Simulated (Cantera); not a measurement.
Charge: 1 mol MgO, 0.49 mol O2, 3.6 mol H2O, 0.18 mol SO3, at 16.0 mbar.

These are equilibrium values from Cantera (NASA tables, ideal gas, pure condensed phases), not measurements of a reactor. Candidate condensed phases: H2O, H2SO4, Mg, MgO, Mg(OH)2, MgS, MgSO4, S; 26 gas species. Mutual solubility and eutectic melting of coexisting phases are not modelled. Equilibrium is a limit: real reactors are often held back by kinetics, nucleation or transport.

Q: At 750 °C, list the 4 most abundant gas species with their mole fractions, and the condensed phases.

A: H2O 0.865, O2 0.123, SO2 0.0109, SO3 0.000674. Condensed: MgO(s) + MgSO4(s).
